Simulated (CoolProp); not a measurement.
Computed with CoolProp (reference Helmholtz-energy equation of state, Setzmann 1991).

Problem. Give the vapour pressure (bar), liquid density (kg/m³), vapour density (kg/m³), surface tension (mN/m) of saturated methane at 138.1, 159.8 K.

Solution. 
```json
[
 {"T (K)": "138.1", "p (bar)": "5.80", "liquid density (kg/m³)": "380", "vapour density (kg/m³)": "9.22", "surface tension (mN/m)": "7.91"},
 {"T (K)": "159.8", "p (bar)": "15.8", "liquid density (kg/m³)": "337", "vapour density (kg/m³)": "25.2", "surface tension (mN/m)": "4.13"}
]
```

Surface tension comes from a separate correlation (Mulero 2012).
